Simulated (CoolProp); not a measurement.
Ethanol along the isotherm 561 K: Z from the reference equation and from simpler models built on Tc = 514.7 K, pc = 6268 kPa, ω = 0.644; each cubic takes its own stable root.

Model: reference Helmholtz-energy equation of state, Schroeder 2014, in CoolProp.

```json
[
 {"p (kPa)": "1960", "phase": "gas", "reference": "0.9356"},
 {"p (kPa)": "3920", "phase": "gas", "reference": "0.8625"},
 {"p (kPa)": "5880", "phase": "gas", "reference": "0.7748"},
 {"p (kPa)": "7830", "phase": "supercritical", "reference": "0.6627"},
 {"p (kPa)": "9790", "phase": "supercritical", "reference": "0.5188"},
 {"p (kPa)": "11800", "phase": "supercritical", "reference": "0.4048"},
 {"p (kPa)": "13700", "phase": "supercritical", "reference": "0.3801"},
 {"p (kPa)": "15700", "phase": "supercritical", "reference": "0.3883"},
 {"p (kPa)": "17600", "phase": "supercritical", "reference": "0.4064"},
 {"p (kPa)": "19600", "phase": "supercritical", "reference": "0.4301"},
 {"p (kPa)": "21500", "phase": "supercritical", "reference": "0.4547"},
 {"p (kPa)": "23500", "phase": "supercritical", "reference": "0.4819"},
 {"p (kPa)": "25500", "phase": "supercritical", "reference": "0.5098"},
 {"p (kPa)": "27400", "phase": "supercritical", "reference": "0.5366"},
 {"p (kPa)": "29400", "phase": "supercritical", "reference": "0.5650"},
 {"p (kPa)": "31300", "phase": "supercritical", "reference": "0.5920"}
]
```

Problem. How far does each simpler model (van der Waals, Redlich-Kwong, Soave-Redlich-Kwong, Peng-Robinson) lie from the reference over these 16 states: mean and median of the absolute difference, and the worst?

Solution. 
- van der Waals: mean 29.8 %, median 36.5 %, worst +47.6 % at 561 K and 31300 kPa
- Redlich-Kwong: mean 15.2 %, median 18.5 %, worst +20.7 % at 561 K and 23500 kPa
- Soave-Redlich-Kwong: mean 21.7 %, median 27.6 %, worst +33.7 % at 561 K and 15700 kPa
- Peng-Robinson: mean 14.5 %, median 16.8 %, worst +23.3 % at 561 K and 13700 kPa
